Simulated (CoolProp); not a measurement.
Aqueous propylene glycol as a coolant, 56 % by mass, freezing at -42.0 °C, 1 atm.

Values from CoolProp's Melinder's fits for secondary coolants.

| T (°C) | conductivity (W/(m K)) | density (kg/m³) | viscosity (mPa s) | Prandtl number |
|---|---|---|---|---|
| -40.7 | 0.312 | 1073 | 969 | 9820 |
| -34.6 | 0.314 | 1071 | 487 | [?] |
| -28.6 | [?] | 1068 | 261 | 2640 |
| -22.6 | 0.319 | 1066 | [?] | 1480 |
| -16.6 | 0.322 | [?] | 86.2 | 873 |
| -10.6 | 0.324 | 1060 | 53.0 | 537 |
| -4.5 | 0.327 | 1057 | 33.7 | 342 |
| 1.5 | 0.329 | [?] | 22.4 | 228 |
| 7.5 | 0.332 | 1050 | 15.5 | 157 |
| 13.5 | 0.334 | 1046 | 11.1 | 112 |
| 19.5 | 0.336 | 1042 | 8.17 | 82.9 |
| 25.6 | 0.339 | 1038 | 6.17 | 62.7 |
| 31.6 | 0.341 | 1034 | 4.81 | 48.9 |

Task: Some entries are withheld; supply them.

Result: 
- -34.6, Prandtl number: 4940
- -28.6, conductivity (W/(m K)): 0.317
- -22.6, viscosity (mPa s): 146
- -16.6, density (kg/m³): 1063
- 1.5, density (kg/m³): 1054
